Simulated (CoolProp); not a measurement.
n-butane along the isobar 1.56 MPa: fugacity coefficient from the reference equation and from simpler models built on Tc = 425.1 K, pc = 3.796 MPa, ω = 0.201; each cubic takes its own stable root.

Computed with CoolProp (reference Helmholtz-energy equation of state, Bücker 2006).

```
T (K)   phase  reference  Redlich-Kwong  Peng-Robinson
-----  ------  ---------  -------------  -------------
320.7  liquid     0.2785         0.3569         0.2782
326.3  liquid     0.3178         0.4006         0.3174
332    liquid     0.3611         0.4479         0.3607
337.6  liquid     0.4072         0.4971         0.4066
343.2  liquid     0.4565         0.5488         0.4557
348.8  liquid     0.5092         0.6029         0.5081
354.4  liquid     0.5652         0.6592         0.5637
360.1  liquid     0.6253         0.7185         0.6232
365.7  liquid     0.6875         0.7785         0.6845
371.3  liquid     0.7525         0.7974         0.7483
376.9     gas     0.7934         0.8060         0.7849
382.6     gas     0.8040         0.8143         0.7943
388.2     gas     0.8137         0.8219         0.8030
```

At some of these states Redlich-Kwong gives the other phase, because its saturation line lies elsewhere.
